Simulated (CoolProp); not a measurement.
Vapour-liquid equilibrium of ethanol (1) + isohexane (2) at 423.2 K; x and y are mole fractions of (1).

Values from CoolProp's multi-fluid Helmholtz-energy mixture model, Schroeder 2014 and Lemmon 2006; pair parameters Bell 2016.

Task: Give the bubble pressure and the first vapour's composition at x = 0.05, 0.25, 0.55. Is there an azeotrope?

Result: x = 0.05: 1.017 MPa, y = 0.127; x = 0.25: 1.272 MPa, y = 0.377; x = 0.55: 1.353 MPa, y = 0.536. y crosses x between x = 0.45 and 0.55: the model has an azeotrope there.

Pair parameters are fitted to limited data, so mixtures are less certain than the pure fluids.
